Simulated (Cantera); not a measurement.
Feed: 1 mol Si₂Cl₆, 0.0073 mol Cl₂, a varied amount of H₂, at 1025 K and 13.0 mbar.

Points: n(H2) (mol) = 83, 110, 140, 180, 230, 300, 390, 500, 640.

Cantera's Mixture.equilibrate('TP', solver="vcs", rtol=1e-11, max_steps=5000) on the NASA tables stopped like this:

```
ERROR: FAILURE its = 5001!

*******************************************************************************
CanteraError thrown by MultiPhase::equilibrate:
VCS solver failed. Return code: -1
*******************************************************************************
```

### Question
What got this run through?

### Answer
This is not unique; one that fits is The failure is numerical, not chemical. The same input converged with solver="gibbs", rtol=1e-10, max_steps=50000, and the result passed a check of the equilibrium conditions:
```
log10 of partial pressures in bar; condensed amounts in mol
     n(H2)        H2       HCL     SiCL4    SiHCL3     SiCL2     SiCL3    Si(cr)
        83    -1.902    -3.517    -3.955    -4.406    -4.881    -5.078    0.8668
       110    -1.899    -3.561    -4.134    -4.539    -4.971    -5.212    0.9616
       140    -1.897    -3.601    -4.300    -4.662    -5.054    -5.337     1.055
       180    -1.896    -3.647    -4.487    -4.802    -5.147    -5.477     1.163
       230    -1.894    -3.697    -4.688    -4.951    -5.248    -5.628     1.278
       300    -1.893    -3.757    -4.931    -5.133    -5.369    -5.809     1.408
       390    -1.892    -3.824    -5.201    -5.335    -5.504    -6.012     1.534
       500    -1.891    -3.895    -5.489    -5.551    -5.648    -6.229     1.645
       640    -1.890    -3.975    -5.809    -5.790    -5.808    -6.468     1.739
```

The gas is ideal and each condensed phase is pure. The feed counts by its element totals alone. The tables' values for SiCl3 are old estimates; treat these amounts as uncertain.
